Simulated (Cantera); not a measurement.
Feed: 1 mol Si2H6, 0.39 mol Cl2, 590 mol H2, equilibrated at 602 °C and 4.43 Torr.

These are equilibrium values from Cantera (NASA tables, ideal gas, pure condensed phases), not measurements of a reactor. Candidate condensed phases: Si; 19 gas species. The feed counts by its element totals alone. Equilibrium is a limit: real reactors are often held back by kinetics, nucleation or transport.

Base state: H2 0.999, HCl 0.00123, SiHCl3 1.45e-5 (mole fractions); condensed: Si(s).

Question: What changes in the equilibrium state with this change: Cl2 from 0.39 to 0.018 mol?

Answer: 
```json
[
 {"species": "H2", "before": "0.999", "after": "1.000"},
 {"species": "HCl", "before": "0.00123", "after": "6.07e-5"},
 {"species": "SiHCl3", "before": "1.45e-5", "after": "1.74e-9"},
 {"species": "Si(s), mol", "before": "1.98", "after": "2.00"}
]
```
